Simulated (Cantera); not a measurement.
Cantera run:

```python
import numpy as np
import cantera as ct

gas_names = """
    H HO2 H2 H2O H2O2 H2S H2SO4 Mg MgH MgO MgOH MgO2H2 MgS Mg2 O OH O2 O3 S SH SO SO2 SO3 S2 S2O S8
""".split()
cond_names = """
    H2O(s) H2O(L) H2SO4(L) Mg(cr) Mg(L) MgO(s) MgO(L) MgO2H2(s) MgS(s) MgSO4(s) MgSO4(L) S(cr1) S(cr2)
    S(L)
""".split()


# ... load() reads the species with a 1 bar reference pressure and builds the phases ...
atoms = {
    'MgO': {'Mg': 1, 'O': 1},
    'H2O': {'H': 2, 'O': 1},
    'H2S': {'H': 2, 'S': 1},
}
top_T = {'MgS(s)': 2250}  # K; cautious upper limits of use, not melting points


# ... equilibrate(T, P, feed) seeds the gas with the atoms and calls Mixture.equilibrate('TP', solver="vcs", rtol=1e-11, max_steps=5000) ...
results = []
feed = {'MgO': 1, 'H2O': 0.04, 'H2S': 0.00036}  # mol
P = 10000  # Pa
for T in [723, 823, 923, 1023, 1123, 1223, 1323, 1423, 1523]:
    mix = equilibrate(T, P, feed)
    results.append((T, P, feed, dict(zip(mix.species_names, mix.species_moles))))

top = {s: max(r[3][s] / sum(r[3][g] for g in gas_names) for r in results) for s in gas_names}
cols = sorted((s for s in top if top[s] > 1e-06), key=lambda s: -top[s])[:8]
seen = [c for c in cond_names if any(r[3].get(c, 0) > 1e-12 for r in results)]
print("log10 of partial pressures in bar; condensed amounts in mol")
print(f"{'T/K':>10s}" + "".join(f"{s[:9]:>10s}" for s in cols + seen))
for T, P, feed, n in results:
    ng = sum(n[g] for g in gas_names)
    print(f"{T:10.4g}" + "".join(f"{np.log10(max(n[s] / ng * P / 1e5, 1e-99)):10.3f}" for s in cols)
          + "".join(f"{n.get(c, 0):10.4g}" for c in seen))
```

Result:

```
log10 of partial pressures in bar; condensed amounts in mol
       T/K       H2O        H2       SO2       H2S        S2        SO        OH         H    MgO(s)
       723    -1.004    -4.045    -4.536    -3.066    -5.879   -10.353   -15.997   -15.097         1
       823    -1.005    -3.572    -4.065    -3.099    -5.332    -8.913   -13.731   -12.921         1
       923    -1.007    -3.211    -3.704    -3.174    -4.973    -7.806   -11.948   -11.217         1
      1023    -1.009    -2.939    -3.429    -3.315    -4.806    -6.954   -10.502    -9.853         1
      1123    -1.012    -2.749    -3.233    -3.564    -4.866    -6.318    -9.297    -8.745         1
      1223    -1.014    -2.637    -3.117    -3.970    -5.214    -5.885    -8.263    -7.840         1
      1323    -1.015    -2.593    -3.071    -4.523    -5.826    -5.623    -7.358    -7.096         1
      1423    -1.016    -2.581    -3.060    -5.110    -6.520    -5.454    -6.566    -6.468         1
      1523    -1.016    -2.578    -3.057    -5.653    -7.174    -5.324    -5.874    -5.925         1
```

Cantera equilibrium calculation (NASA polynomials, part measured and part estimated; ideal gas, pure solids and liquids). Gases not in the tables: S3 to S7.
